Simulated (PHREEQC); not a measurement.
# Copper plating or etch bath (model solution)

Consider water at 25 °C with 0.015 mol Cu(NO3)2, 9.7e-05 mol HCl and 0.0002 mol Na2SO4 per kg of water. Closed to the air; pH follows from the charge balance.

The numbers come from PHREEQC with the ion-association model, phreeqc.dat.

Each row changes one thing in this solution. Precipitation was switched off in this run.

| case | pH | SO4-2 (mol/kgw) | HSO4- (mol/kgw) | NaSO4- (mol/kgw) | SI of Halite (NaCl) |
|---|---|---|---|---|---|
| as made | 4.07 | 0.000117 | 5.53e-7 | 1.11e-7 | -9.16 |
| Cu(NO3)2 from 0.015 to 0.075 mol/kgw | 4.03 | 8.74e-5 | 3.01e-7 | 4.93e-8 | [?] |
| temperature from 25 to 50 °C | 4.03 | 0.000112 | 1.02e-6 | 1.19e-7 | [?] |
| temperature from 25 to 70 °C | 3.95 | 0.000109 | 2.02e-6 | 1.24e-7 | -9.25 |
| 0.00029 mol/kgw LiNO3 added | 4.07 | 0.000117 | 5.53e-7 | 1.11e-7 | -9.16 |
| Cu(NO3)2 left out | 4.03 | 0.000198 | 1.63e-6 | 3.52e-7 | [?] |

Question: Complete the blanks.

Answer: 
- Cu(NO3)2 from 0.015 to 0.075 mol/kgw, SI of Halite (NaCl): -9.29
- temperature from 25 to 50 °C, SI of Halite (NaCl): -9.20
- Cu(NO3)2 left out, SI of Halite (NaCl): -9.01

Species that the database lacks are ignored. At this temperature some constants are extrapolated from 25 °C, and those without enthalpy data are left unchanged.
